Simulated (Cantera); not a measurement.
What does this Cantera script print?

```python
import numpy as np
import cantera as ct

gas_names = """
    F FO FO2 F2 F2O H HF HOF HO2 H2 H2F2 H2O H2O2 H3F3 H4F4 H5F5 H6F6 H7F7 O OH O2 O3 Si SiF SiF2 SiF3
    SiF4 SiH SiHF3 SiH2 SiH2F2 SiH3 SiH3F SiH4 SiO SiO2 Si2 Si3
""".split()
cond_names = """
    H2O(s) H2O(L) Si(cr) Si(L) SiO2(Lqz) SiO2(hqz) SiO2(L)
""".split()


# ... load() reads the species with a 1 bar reference pressure and builds the phases ...
atoms = {
    'SiF4': {'Si': 1, 'F': 4},
    'H2O': {'H': 2, 'O': 1},
    'H2': {'H': 2},
}
top_T = {}  # K; cautious upper limits of use, not melting points


# ... equilibrate(T, P, feed) seeds the gas with the atoms and calls Mixture.equilibrate('TP', solver="vcs", rtol=1e-11, max_steps=5000) ...
results = []
feed = {'SiF4': 1, 'H2O': 3.4, 'H2': 36}  # mol
P = 1333.22  # Pa
for T in [748, 948, 1148, 1348, 1548, 1748, 1948]:
    mix = equilibrate(T, P, feed)
    results.append((T, P, feed, dict(zip(mix.species_names, mix.species_moles))))

top = {s: max(r[3][s] / sum(r[3][g] for g in gas_names) for r in results) for s in gas_names}
cols = sorted((s for s in top if top[s] > 1e-05), key=lambda s: -top[s])[:6]
seen = [c for c in cond_names if any(r[3].get(c, 0) > 1e-12 for r in results)]
print("log10 of partial pressures in bar; condensed amounts in mol")
print(f"{'T/K':>10s}" + "".join(f"{s[:9]:>10s}" for s in cols + seen))
for T, P, feed, n in results:
    ng = sum(n[g] for g in gas_names)
    print(f"{T:10.4g}" + "".join(f"{np.log10(max(n[s] / ng * P / 1e5, 1e-99)):10.3f}" for s in cols)
          + "".join(f"{n.get(c, 0):10.4g}" for c in seen))
```

Result:

```
log10 of partial pressures in bar; condensed amounts in mol
       T/K        H2        HF       H2O       SiO      SiF4         H SiO2(Lqz) SiO2(hqz)   SiO2(L)
       748    -1.931    -3.152    -3.122   -26.882    -3.826   -13.506    0.5413         0         0
       948    -1.934    -2.956    -3.263   -18.550    -4.331   -10.248         0    0.8554         0
      1148    -1.935    -2.903    -3.328   -13.196    -5.025    -8.113         0    0.9707         0
      1348    -1.936    -2.893    -3.342    -9.491    -5.692    -6.604         0    0.9937         0
      1548    -1.936    -2.891    -3.345    -6.774    -6.228    -5.480         0    0.9975         0
      1748    -1.938    -2.891    -3.329    -4.723    -6.696    -4.610         0         0    0.9401
      1948    -1.963    -2.902    -3.125    -3.505    -7.677    -3.928         0         0         0
```

These are equilibrium values from Cantera (NASA tables, ideal gas, pure condensed phases), not measurements of a reactor. The tables hold silica as quartz up to 1696 K and as liquid above; real silica turns to tridymite and cristobalite and melts near 1996 K.
